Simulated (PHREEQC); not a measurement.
## Copper plating or etch bath (model solution)

Solution (25 °C): 0.26 mol/kgw CuCl2, 0.13 mol/kgw HCl and 0.13 mol/kgw H3BO3. Closed to the air; pH follows from the charge balance.

Equilibrium calculation in PHREEQC: ion-association model, phreeqc.dat.

Each row changes one thing in this solution. No solid was allowed to form.

| case | pH | ionic strength (mol/kgw) | Cl- (mol/kgw) | Cu+2 (mol/kgw) | CuCl+ (mol/kgw) | CuCl2 (mol/kgw) |
|---|---|---|---|---|---|---|
| as made | 1.01 | 0.761 | 0.572 | 0.189 | 0.0648 | 0.00646 |
| temperature from 25 to 90 °C | 1.02 | ? | 0.420 | ? | 0.180 | 0.0248 |
| H3BO3 from 0.13 to 0.065 mol/kgw | 1.01 | 0.761 | 0.572 | 0.189 | 0.0648 | 0.00646 |
| H3BO3 from 0.13 to 0.143 mol/kgw | 1.01 | 0.761 | 0.572 | 0.189 | 0.0648 | 0.00646 |
| H3BO3 left out | 1.01 | 0.761 | 0.572 | 0.189 | 0.0648 | 0.00646 |
| temperature from 25 to 15 °C | 1.01 | ? | 0.596 | ? | 0.0455 | ? |

Task: Fill in the missing entries.

Result: 
- temperature from 25 to 90 °C, ionic strength (mol/kgw): 0.475
- temperature from 25 to 90 °C, Cu+2 (mol/kgw): 0.0549
- temperature from 25 to 15 °C, ionic strength (mol/kgw): 0.806
- temperature from 25 to 15 °C, Cu+2 (mol/kgw): 0.210
- temperature from 25 to 15 °C, CuCl2 (mol/kgw): 0.00419

The ionic strength passes 0.7 mol/kgw, the rough limit of the ion-association models, in as made; H3BO3 from 0.13 to 0.065 mol/kgw; H3BO3 from 0.13 to 0.143 mol/kgw; H3BO3 left out; temperature from 25 to 15 °C. At this temperature some constants are extrapolated from 25 °C, and those without enthalpy data are left unchanged.
